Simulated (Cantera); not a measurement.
An isothermal, constant-pressure homogeneous reactor starts with 4.03 % H₂, 96.0 % O₂, equivalence ratio 0.021, at 1350 K and 20.0 Torr.

Detailed kinetics in Cantera: the H2/O2 subset of GRI-Mech 3.0, which has no nitrogen chemistry. Radical loss at walls, strong at low pressure, is not modelled. The temperature is held fixed by assumption; the heat of reaction is taken as removed at once.

One state of this run: x H₂ = 0.000379; x O₂ = 0.937; x H = 0.00216; x HO₂ = 3.14e-6; x H₂O = 0.0374. x: mole fraction; the columns are a selection and need not sum to one.

Problem. Which value of t (s) does it belong to?
A. 0.922
B. 0.0113
C. 0.102
D. 0.213

Solution. B, 0.0113
